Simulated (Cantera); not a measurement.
An adiabatic, constant-pressure homogeneous reactor starts with 4.29 % CH₄, 0.184 % C₂H₆, 16.2 % O₂, 79.4 % N₂, equivalence ratio 0.57, at 1200 K and 518 Torr.

Cantera simulation using GRI-Mech 3.0 (53 species, 325 reactions); the numbers are that mechanism's predictions, not measurements.

Predict: time of steepest temperature rise; temperature at 7.00 s; equilibrium temperature; x(O₂) at 7.00 s; x(HO₂) at 7.00 s.


- time of steepest temperature rise = 19.6 ms
- temperature at 7.00 s = 2142 K
- equilibrium temperature = 2142 K
- x(O₂) at 7.00 s = 0.0658 (gas-phase equilibrium 0.0658)
- x(HO₂) at 7.00 s = 1.74e-6 (gas-phase equilibrium 1.74e-6)
